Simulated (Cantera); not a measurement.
## Abatement and gas-phase synthesis: CO2 + SO2 + H2

Feed: 1 mol CO2, 0.006 mol SO2, a varied amount of H2, equilibrated at 2223.15 K and 30.0 bar.

Equilibrium computed with Cantera from the NASA thermochemical tables; the gas is ideal and each condensed phase is pure. Candidate condensed phases: C, C6H6, C7H8, C8H18, H2O, H2SO4, S; 123 gas species. Equilibrium is a limit: real reactors are often held back by kinetics, nucleation or transport.

```csv
n(H2) (mol),x H2,x CO2,x H2O,x CO
0.27,0.0126,0.585,0.199,0.199
0.35,0.0209,0.501,0.237,0.237
0.44,0.0325,0.421,0.271,0.271
0.56,0.0516,0.335,0.305,0.304
0.71,0.0804,0.254,0.332,0.329
0.9,0.123,0.182,0.348,0.344
1.1,0.172,0.131,0.349,0.345
1.5,0.268,0.0747,0.330,0.325
1.9,0.351,0.0475,0.301,0.297
2.4,0.436,0.0302,0.267,0.264
3,0.514,0.0195,0.233,0.230
3.8,0.591,0.0123,0.198,0.196
```
x: gas mole fraction; nothing condenses.

From 0.27 mol H2 to 3.8 mol H2 nothing is condensed. The main C-bearing gas is CO2 at 0.27 mol H2 and CO at 3.8 mol H2.
